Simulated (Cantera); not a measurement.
Input: 1 mol toluene, 0.06 mol H2O, 38 mol N2, at 2598.15 K and 2.80 bar.

Equilibrium computed with Cantera from the NASA thermochemical tables; the gas is ideal and each condensed phase is pure. Candidate condensed phases: C, C6H6, C7H8, C8H18, H2O; 136 gas species. Kinetics and transport are ignored.

Base state: N2 0.886, H2 0.0783, HCN 0.0236, H 0.00637, HNC 0.00308, CO 0.00142, C2H2 (acetylene) 0.00126, CN 0.000127 (mole fractions); condensed: C(graphite).

Question: What changes in the equilibrium state with this change: 0.068 mol H2S added?

Answer: 
```csv
species,before,after
N2,0.886,0.883
H2,0.0783,0.0794
HCN,0.0236,0.0237
CS,0,0.00144
SH,0,7.12e-5
S,0,4.97e-5
H2S,0,2.86e-5
"C(graphite), mol",5.69,5.61
```
Further candidate phases: H2SO4, S.
